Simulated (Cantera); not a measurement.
Charge: 1 mol SiHCl3, 2.1 mol HCl, 25 mol N2, 0.035 mol Cl2, equilibrated at 650 °C and 97000 Pa.

Method: chemical equilibrium by Gibbs-energy minimisation in Cantera with the NASA 1993 tables (ideal gas, pure condensed phases). Candidate condensed phases: NH4Cl, Si, Si3N4; 28 gas species. N2 is the only nitrogen source here; it is nearly inert below about 1500 K, so the nitride shown seldom forms there in practice. The numbers say what is thermodynamically allowed, not how fast it happens.

Base state: N2 0.882, HCl 0.0703, SiCl4 0.0282, H2 0.0198, SiHCl3 2.84e-5 (mole fractions); condensed: Si3N4(s).

Q: What changes in the equilibrium state with this change: HCl from 2.1 to 0.091 mol?

A: 
```
species         before    after
-------------  -------  -------
N2               0.882    0.941
HCl             0.0703   0.0323
SiCl4           0.0282   0.0220
H2              0.0198  0.00463
SiHCl3         2.84e-5  1.13e-5
Si3N4(s), mol   0.0676    0.141
```
